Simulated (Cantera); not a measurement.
What does this Cantera script print?

```python
import numpy as np
import cantera as ct

gas_names = """
    CF4 Pb C2F4
""".split()
cond_names = """
    PbF2(a) PbF2(b) PbF2(L)
""".split()


# ... load() reads the species with a 1 bar reference pressure and builds the phases ...
species = {s.name: s for s in load("nasa_gas.yaml", gas_names) + load("nasa_condensed.yaml", cond_names)}
# Each term lists the table entries of one substance; the one whose range holds T is used.
reactions = {
    '2 CF4(g) + 2 Pb(g) = C2F4(g) + 2 PbF2':
        [(-2, ['CF4']), (-2, ['Pb']), (1, ['C2F4']), (2, ['PbF2(a)', 'PbF2(b)', 'PbF2(L)'])],
}


def pick(names, T):
    return next(species[n] for n in names if species[n].thermo.min_temp <= T <= species[n].thermo.max_temp)


results = []
for label, terms in reactions.items():
    print(label)
    print("     T/K   dH/kJ  dS/(J/K)   dG/kJ   log10 K")
    for T in [1023, 1123, 1223, 1323, 1423, 1523]:
        used = [(nu, pick(names, T)) for nu, names in terms]
        dH = sum(nu * s.thermo.h(T) for nu, s in used) / 1e6
        dS = sum(nu * s.thermo.s(T) for nu, s in used) / 1e3
        dG = dH - T * dS / 1e3
        logK = -dG * 1e6 / (ct.gas_constant * T * np.log(10))
        results.append((label, T, dH, dS, dG, logK, [s.name for _, s in used]))
        print(f"{T:8g} {dH:8.1f} {dS:8.1f} {dG:8.1f} {logK:8.2f}")
```

Output:

```
2 CF4(g) + 2 Pb(g) = C2F4(g) + 2 PbF2
     T/K   dH/kJ  dS/(J/K)   dG/kJ   log10 K
    1023   -471.6   -242.7   -223.3    11.40
    1123   -436.8   -211.1   -199.7     9.29
    1223   -426.9   -202.7   -179.0     7.65
    1323   -417.1   -195.0   -159.2     6.28
    1423   -407.5   -187.9   -140.0     5.14
    1523   -397.9   -181.5   -121.6     4.17
```

Source: NASA polynomial tables (part measured, part estimated), evaluated in Cantera. The tables' values for C2F4 are old estimates. Condensed species are held in their standard states even where they would react or evaporate.
